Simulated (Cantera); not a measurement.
Cantera run, input and output.

```python
import numpy as np
import cantera as ct

gas = ct.Solution("gri30.yaml")
gas.TPX = 350, 150000, {'C2H6': 1, 'O2': 3.18, 'N2': 12, 'CO2': 0.026}
flame = ct.FreeFlame(gas, width=0.03)
flame.set_refine_criteria(ratio=3, slope=0.08, curve=0.16)
flame.transport_model = "mixture-averaged"
flame.solve(loglevel=0, auto=True)
z, T = flame.grid, flame.T
thick = (T[-1] - T[0]) / np.gradient(T, z).max()
show = ['C2H6', 'O2', 'NO', 'HCN', 'NO2', 'HO2']
print(f"laminar burning velocity  {flame.velocity[0] * 100:.3f} cm/s")
print(f"burnt temperature         {T[-1]:.1f} K")
print(f"thermal thickness         {thick * 1e3:.4f} mm")
print(f"grid points               {len(z)}")
z0 = z[flame.heat_release_rate.argmax()]
print(f"{'z/mm':>9s}{'T/K':>9s}{'u/(m/s)':>9s}" + "".join(f"{s:>11s}" for s in show))
rows = []
for k in (-3, -2, -1.5, -1, -0.5, -0.25, 0, 0.25, 0.5, 1, 2, 4, 8):
    zz = z0 + k * thick
    rows.append([k * thick, np.interp(zz, z, T), np.interp(zz, z, flame.velocity),
                 *(np.interp(zz, z, flame.X[gas.species_index(s)]) for s in show)])
    print(f"{rows[-1][0] * 1e3:9.3f}{rows[-1][1]:9.1f}{rows[-1][2]:9.3f}" + "".join(f"{x:11.3e}" for x in rows[-1][3:]))
```

It prints:

```
laminar burning velocity  50.294 cm/s
burnt temperature         2281.8 K
thermal thickness         0.2526 mm
grid points               147
     z/mm      T/K  u/(m/s)       C2H6         O2         NO        HCN        NO2        HO2
   -0.758    350.2    0.504  6.165e-02  1.960e-01  1.472e-10  8.944e-11  4.832e-10  8.461e-08
   -0.505    352.1    0.507  6.152e-02  1.955e-01  1.420e-09  1.115e-09  5.377e-09  8.036e-07
   -0.379    360.0    0.520  6.128e-02  1.944e-01  7.685e-09  7.352e-09  3.101e-08  4.182e-06
   -0.253    425.7    0.621  5.983e-02  1.883e-01  9.604e-08  9.941e-08  3.091e-07  4.334e-05
   -0.126    885.2    1.327  4.291e-02  1.468e-01  2.890e-06  1.421e-06  1.181e-06  3.861e-04
   -0.063   1340.1    2.055  1.891e-02  1.014e-01  8.355e-06  3.477e-06  3.271e-07  3.152e-04
    0.000   1751.8    2.732  1.215e-03  5.262e-02  1.643e-05  6.637e-06  1.953e-08  1.236e-04
    0.063   1920.8    2.996  3.084e-06  2.527e-02  2.741e-05  6.138e-06  4.630e-09  1.656e-05
    0.126   1971.4    3.060  1.602e-09  1.569e-02  3.506e-05  2.808e-06  4.857e-09  6.878e-06
    0.253   2024.9    3.124  1.180e-14  1.068e-02  4.173e-05  4.503e-07  5.161e-09  4.491e-06
    0.505   2088.2    3.207  1.973e-20  7.982e-03  4.843e-05  1.784e-08  5.555e-09  3.067e-06
    1.011   2154.4    3.296  9.817e-28  5.604e-03  5.769e-05  1.651e-10  6.324e-09  1.899e-06
    2.021   2211.5    3.371  3.109e-29  3.438e-03  7.035e-05  2.780e-11  7.285e-09  1.034e-06
```

Cantera simulation using GRI-Mech 3.0 (53 species, 325 reactions); the numbers are that mechanism's predictions, not measurements. Burning velocities carry a grid error of a few per cent, more on coarse grids.
